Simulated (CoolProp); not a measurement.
Vapour-liquid equilibrium of R1234yf (1) + R227EA (2) at 0.00597 MPa; x and y are mole fractions of (1).

Model: multi-fluid Helmholtz-energy mixture model, Lemmon 2022 and Lemmon 2016; pair parameters Bell 2016, in CoolProp.

```csv
x,"bubble temperature, mixture model (°C)","bubble temperature, Raoult's law (°C)","y, mixture model","y, Raoult's law"
0.05,-67.6,-67.5,0.114,0.110
0.2,-70.1,-69.9,0.379,0.375
0.35,-72.2,-72.0,0.568,0.568
0.5,-74.0,-73.9,0.710,0.713
0.65,-75.6,-75.5,0.820,0.824
0.8,-77.0,-77.0,0.908,0.911
0.95,-78.3,-78.3,0.979,0.980
```

The largest gap from Raoult's law is -0.2 K in bubble temperature, at x = 0.2. No azeotrope shows between x = 0.05 and 0.95.

Pair parameters are fitted to limited data, so mixtures are less certain than the pure fluids.
